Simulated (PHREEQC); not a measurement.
Solution (25 °C): 0.0032 mol/kgw KHSO4 and 0.00029 mol/kgw Al(NO3)3. Closed to the air; pH follows from the charge balance.

Computed with PHREEQC (ion-association model, wateq4f.dat).

```
Property                    Value
----------------  ---------------
pH                           2.60
ionic strength    0.00905 mol/kgw
total alkalinity     -3.20 meq/kg
```

```tsv
species	molality	activity	log γ
K+	0.00316	0.00286	-0.044
H+	0.00275	0.00252	-0.038
SO4-2	0.00248	0.00169	-0.168
NO3-	0.000870	0.000785	-0.044
HSO4-	0.000455	0.000412	-0.043
AlSO4+	0.000203	0.000184	-0.043
```

Precipitation was switched off in this run. Species that the database lacks are ignored.
